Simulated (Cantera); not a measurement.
Charge: 1 mol Fe(CO)₅, 0.57 mol O₂, 0.71 mol N₂, at 1.00 bar.

Method: chemical equilibrium by Gibbs-energy minimisation in Cantera with the NASA 1993 tables (ideal gas, pure condensed phases). Candidate condensed phases: C, Fe, Fe(CO)₅, FeO, Fe₂O₃, Fe₃O₄; 27 gas species. Mutual solubility and eutectic melting of coexisting phases are not modelled. The tables' stoichiometric FeO is somewhat more stable than real wüstite, so its field is too wide. FeO: taken at fixed stoichiometry. Rates play no part. All values below are at 1473 K.

Base state: CO 0.752, N₂ 0.124, CO₂ 0.124 (mole fractions); condensed: Fe(γ) + FeO(s).

### Question
What changes in the equilibrium state with this change: O₂ from 0.57 to 0.037 mol?

### Answer
| species | before | after |
|---|---|---|
| CO | 0.752 | 0.863 |
| N₂ | 0.124 | 0.124 |
| CO₂ | 0.124 | 0.0130 |
| Fe(γ), mol | 0.567 | 1.00 |
| FeO(s), mol | 0.433 | 0 |

### Question
What changes in the equilibrium state with this change: Fe(CO)₅ replaced by Hg?

### Answer
| species | before | after |
|---|---|---|
| Hg | 0 | 0.439 |
| N₂ | 0.124 | 0.311 |
| O₂ | <1e-9 | 0.250 |
| CO | 0.752 | 0 |
| CO₂ | 0.124 | 0 |
| NO | <1e-9 | 0.000733 |
| Fe(γ), mol | 0.567 | 0 |
| FeO(s), mol | 0.433 | 0 |
Further candidate phases: Hg, HgO.
